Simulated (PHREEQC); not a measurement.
1 kg of water holding 0.26 mol/kgw KCl, 0.017 mol/kgw NaHCO3, 0.055 mol/kgw Na2SO4, 0.07 mol/kgw NaCl and 0.032 mol/kgw Na2CO3 is evaporated at 25 °C; the solids stay in contact with the brine. CO2 is held at log p = -3.4 (atm). Only these solids could form: Arcanite, Burkeite, Glaserite, Halite, Kalicinite, Mirabilite, Misenite, Nahcolite, Natron, Sylvite, Thenardite, Trona.

Equilibrium calculation in PHREEQC: Pitzer model, pitzer.dat.

| water left (kg) | ionic strength | water activity | Sylvite (mol) | Halite (mol) | Glaserite (mol) | Trona (mol) |
|---|---|---|---|---|---|---|
| 0.9998 | 0.600 | 0.985 | 0 | 0 | 0 | 0 |
| 0.8218 | 0.731 | 0.982 | 0 | 0 | 0 | 0 |
| 0.6754 | 0.892 | 0.978 | 0 | 0 | 0 | 0 |
| 0.5551 | 1.09 | 0.974 | 0 | 0 | 0 | 0 |
| 0.4563 | 1.33 | 0.968 | 0 | 0 | 0 | 0 |
| 0.3082 | 1.97 | 0.953 | 0 | 0 | 0 | 0 |
| 0.2533 | 2.40 | 0.943 | 0 | 0 | 0 | 0 |
| 0.2082 | 2.92 | (withheld) | 0 | 0 | 0 | 0 |
| 0.1712 | 3.56 | 0.915 | 0 | 0 | 0 | 0 |
| 0.1407 | (withheld) | 0.896 | 0 | 0 | 0 | 0 |
| 0.1157 | 5.14 | 0.873 | 0 | 0 | 0.00277 | 0 |
| 0.09508 | 5.74 | 0.848 | 0 | 0 | 0.0109 | 0 |
| 0.06425 | 7.55 | 0.774 | 0 | 0 | 0.0212 | 0 |
| 0.05284 | 8.25 | (withheld) | 0.0430 | 0 | 0.0223 | 0 |
| 0.04331 | 8.74 | 0.731 | 0.0842 | 0 | 0.0228 | 0.00305 |
| 0.03523 | 8.82 | 0.715 | 0.113 | 0 | 0.0231 | 0.0115 |
| 0.02873 | 8.87 | 0.710 | 0.128 | 0.0211 | 0.0237 | 0.0152 |
| 0.02342 | 8.87 | 0.710 | 0.137 | 0.0454 | 0.0244 | 0.0174 |
| 0.01905 | 8.87 | 0.710 | 0.145 | 0.0654 | 0.0250 | 0.0192 |
| 0.01548 | 8.87 | 0.710 | 0.151 | 0.0817 | 0.0255 | 0.0207 |
| 0.01253 | 8.87 | 0.710 | 0.156 | 0.0952 | 0.0259 | 0.0219 |
| 0.00811 | 8.87 | 0.710 | 0.163 | 0.115 | 0.0264 | 0.0237 |
| 0.006478 | 8.87 | 0.710 | 0.166 | 0.123 | 0.0267 | 0.0243 |
| 0.005122 | 8.87 | 0.710 | 0.169 | (withheld) | 0.0268 | 0.0249 |
| 0.004022 | 8.87 | 0.710 | 0.171 | 0.134 | 0.0270 | 0.0254 |

Q: Some entries are withheld; supply them.

A: 
- 0.2082, water activity: 0.931
- 0.1407, ionic strength: 4.34
- 0.05284, water activity: 0.751
- 0.005122, Halite (mol): 0.129

Complexes and solids missing from the database can't appear.
